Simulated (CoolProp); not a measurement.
Computed with CoolProp (reference Helmholtz-energy equation of state, Gao 2022).

Question: For n-perfluorohexane, give the phase and the density (kg/m³), isothermal compressibility (1/MPa), fugacity coefficient at 258 K and 263 kPa; 389.5 K and 1130 kPa; 247.7 K and 17 kPa.

Answer: 
- 258 K and 263 kPa: liquid; density 1790, isothermal compressibility 0.00179, fugacity coefficient 0.0137
- 389.5 K and 1130 kPa: liquid; density 1370, isothermal compressibility 0.0137, fugacity coefficient 0.404
- 247.7 K and 17 kPa: liquid; density 1820, isothermal compressibility 0.00163, fugacity coefficient 0.105
